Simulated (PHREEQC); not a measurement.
## Alkaline etch or developer: speciation

A solution holds 0.12 mol/kgw TMAH, 0.00012 mol/kgw H3BO3 and 0.092 mol/kgw Na2CO3, at 37 °C. Closed to the air; pH follows from the charge balance.

The numbers come from PHREEQC with the ion-association model, phreeqc.dat.

```json
{
 "pH": "12.53",
 "ionic_strength": "0.296 mol/kgw",
 "activity_of_water": "0.992",
 "total_alkalinity": "304 meq/kg"
}
```

```csv
species,molality,activity,log γ
Na+,0.134,0.0974,-0.139
OH-,0.120,0.0804,-0.174
(CH3)4N+,0.120,0.0821,-0.165
NaCO3-,0.0498,0.0363,-0.137
CO3-2,0.0421,0.0112,-0.576
H2BO3-,0.000120,8.74e-5,-0.137
HCO3-,8.01e-5,5.75e-5,-0.144
NaHCO3,2.75e-6,2.95e-6,0.030
H3BO3,3.40e-8,3.64e-8,0.030
```

No solid was allowed to form. Species that the database lacks are ignored. (CH3)4N+ isn't in the database: it is added as a free cation with an ion size of 4 Å. Away from 25 °C the constants follow the database's enthalpies or fits; those with neither stay at their 25 °C values.
